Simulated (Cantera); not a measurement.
**Premixed flame**

A freely propagating, adiabatic, planar premixed flame of CH4 : C2H6 : C3H8 : O2 : N2 : CO2 = 1 : 0.085 : 0.057 : 1.99 : 7.47 : 2.5 (molar parts), equivalence ratio 1.3, unburnt at 548 K and 1.01 bar; mixture-averaged transport, grid criteria slope 0.08 and curve 0.16, no radiation.

Model: GRI-Mech 3.0 (53 species, 325 reactions), integrated in Cantera. Burning velocities carry a grid error of a few per cent, more on coarse grids.

```
z (mm)  T (K)  u (m/s)     x CH4    x C2H6    x C3H8     x CH3    x NO2    x HCN
------  -----  -------  --------  --------  --------  --------  -------  -------
-2.86     550    0.228    0.0759   0.00647   0.00434     <1e-8    <1e-8    <1e-8
-1.91     559    0.232    0.0748   0.00643   0.00432     <1e-8  4.26e-8  1.20e-8
-1.43     586    0.245    0.0724   0.00635   0.00429   4.32e-8  1.64e-7  5.27e-8
-0.954    699    0.295    0.0642   0.00593   0.00406   1.21e-6  6.56e-7  3.00e-7
-0.477   1062    0.455    0.0406   0.00392   0.00238   9.88e-5  6.65e-7  1.45e-6
-0.238   1365    0.592    0.0214   0.00181  0.000603  0.000653  1.23e-7  2.72e-6
0        1647    0.720   0.00440  0.000117   3.82e-6  0.000947    <1e-8  4.56e-6
0.238    1751    0.766  0.000192   2.17e-7     <1e-8   8.55e-5    <1e-8  4.02e-6
0.477    1775    0.775   4.36e-6     <1e-8     <1e-8   2.32e-6    <1e-8  1.95e-6
0.954    1797    0.784     <1e-8     <1e-8     <1e-8     <1e-8    <1e-8  4.97e-7
1.91     1818    0.793     <1e-8     <1e-8     <1e-8     <1e-8    <1e-8  7.89e-8
3.81     1833    0.799     <1e-8     <1e-8     <1e-8     <1e-8    <1e-8  1.03e-8
7.63     1841    0.802     <1e-8     <1e-8     <1e-8     <1e-8    <1e-8    <1e-8
```
x: mole fraction of selected species; z is measured from the peak of heat release.

- laminar burning velocity = 22.6 cm/s
- thermal thickness = 0.954 mm
- peak x(CH3) = 0.00113
- peak x(HCN) = 4.92e-6
- grid points = 134
